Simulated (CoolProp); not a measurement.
Vapour-liquid equilibrium of toluene (1) + ethylbenzene (2) at 60 kPa; x and y are mole fractions of (1).

The numbers come from the multi-fluid Helmholtz-energy mixture model, Lemmon 2006 and Zhou 2012; pair parameters Bell 2016 in CoolProp.

### Question
Give the bubble temperature and the first vapour's composition at x = 0.35, 0.5, 0.65. Is there an azeotrope?

### Answer
x = 0.35: 107.3 °C, y = 0.519; x = 0.5: 103.7 °C, y = 0.670; x = 0.65: 100.3 °C, y = 0.795. No azeotrope shows between x = 0.05 and 0.95.

The pair parameters rest on a limited set of measurements; away from them the model extrapolates.
